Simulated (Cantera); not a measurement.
An isothermal, constant-pressure homogeneous reactor starts with CH4 : H2O : H2 = 1 : 1.6 : 1.9 (molar parts), at 1623 K and 16.0 bar.

Detailed kinetics in Cantera: GRI-Mech 3.0 (53 species, 325 reactions). The pressure lies above the range GRI-Mech 3.0 was tuned for (to about 10 atm).

### Question
Predict: x(CH4) at 20.0 s; x(H2O) at 20.0 s; x(H2) at 20.0 s; x(CH3) at 20.0 s; x(CH2O) at 20.0 s.

### Answer
| Quantity | Result |
|---|---|
| x(CH4) at 20.0 s | 0.0133 (gas-phase equilibrium 0.000209) |
| x(H2O) at 20.0 s | 0.102 (gas-phase equilibrium 0.0871) |
| x(H2) at 20.0 s | 0.740 (gas-phase equilibrium 0.759) |
| x(CH3) at 20.0 s | 5.44e-6 (gas-phase equilibrium 8.49e-8) |
| x(CH2O) at 20.0 s | 7.17e-7 (gas-phase equilibrium 7.69e-7) |
